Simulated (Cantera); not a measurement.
Sublimation and decomposition of ceramics: SiC + H2

A closed system holds: 1 mol SiC, 0.19 mol H2, at 2.80 mbar.

Cantera equilibrium calculation (NASA polynomials, part measured and part estimated; ideal gas, pure solids and liquids). Candidate condensed phases: C, C6H6, C7H8, C8H18, Si, SiC; 87 gas species. Gases not in the tables: Si2H6 and higher silanes. Kinetics and transport are ignored.

From 2423 K to 2523 K the condensed part is C(graphite) + SiC(s). From 2548 K to 2748 K the condensed part is C(graphite). The main Si-bearing gas is Si throughout.

```csv
T (K),x Si,x H2,x H,x SiC2,x Si2C,n C(graphite),n SiC(s)
2423,0.186,0.508,0.239,0.0383,0.0217,0.0495,0.918
2448,0.241,0.423,0.245,0.0536,0.0301,0.0741,0.876
2473,0.311,0.325,0.240,0.0745,0.0414,0.117,0.800
2498,0.398,0.215,0.219,0.103,0.0567,0.205,0.640
2523,0.508,0.100,0.166,0.141,0.0771,0.462,0.167
2548,0.529,0.0760,0.161,0.157,0.0699,0.535,0
2573,0.528,0.0688,0.170,0.168,0.0586,0.514,0
2598,0.525,0.0620,0.179,0.178,0.0489,0.491,0
2623,0.520,0.0556,0.188,0.189,0.0407,0.466,0
2648,0.514,0.0497,0.196,0.199,0.0338,0.440,0
2673,0.508,0.0442,0.204,0.209,0.0280,0.412,0
2698,0.500,0.0391,0.211,0.219,0.0232,0.382,0
2723,0.491,0.0344,0.217,0.228,0.0192,0.351,0
2748,0.481,0.0302,0.223,0.238,0.0158,0.317,0
```
x: gas mole fraction; n: condensed amount in mol.
